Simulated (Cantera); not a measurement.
Feed: 1 mol Si3N4, 53 mol HF, equilibrated at 1298.15 K and 1.00 bar.

Cantera equilibrium calculation (NASA polynomials, part measured and part estimated; ideal gas, pure solids and liquids). Candidate condensed phases: Si, Si3N4; 37 gas species. Rates play no part.

Base state: HF 0.788, H2 0.115, SiF4 0.0577, N2 0.0385, H2F2 1.12e-5 (mole fractions); condensed: gas only.

Question: What changes in the equilibrium state with this change: HF from 53 to 4.4 mol?

Answer: 
```tsv
species	before	after
H2	0.115	0.542
SiF4	0.0577	0.268
N2	0.0385	0.182
HF	0.788	0.00339
SiH2F2	<1e-9	2.74e-5
H2F2	1.12e-5	<1e-9
Si3N4(s), mol	0	0.633
```
The tables' values for SiF3 are old estimates; treat these amounts as uncertain.
